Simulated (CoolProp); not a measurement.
A simple Rankine cycle with n-perfluorohexane: condensing at 320.15 K, boiler at 0.413 MPa, turbine inlet 384.2 K, turbine efficiency 0.9, pump efficiency 0.7, no recuperator. Each further row changes one setting.

Computed with CoolProp (reference Helmholtz-energy equation of state, Gao 2022).

| case | thermal efficiency (%) | net work (kJ/kg) | heat in (kJ/kg) | turbine exit temperature (K) | volume ratio over the turbine |
|---|---|---|---|---|---|
| as stated | 9.3 | 13.1 | 140 | … | 6.43 |
| turbine inlet 404.2 K | 8.8 | 14.0 | 160 | … | 6.24 |
| condensing temperature 312.15 K | 10.4 | 15.4 | … | 361.8 | 8.70 |
| boiler pressure 0.289 MPa | 7.6 | 10.8 | 142 | 369.4 | 4.27 |
| turbine efficiency 0.8 | 8.3 | 11.6 | 140 | 366.3 | 6.46 |

Complete the blanks.


- as stated, turbine exit temperature (K): 364.7
- turbine inlet 404.2 K, turbine exit temperature (K): 384.9
- condensing temperature 312.15 K, heat in (kJ/kg): 149
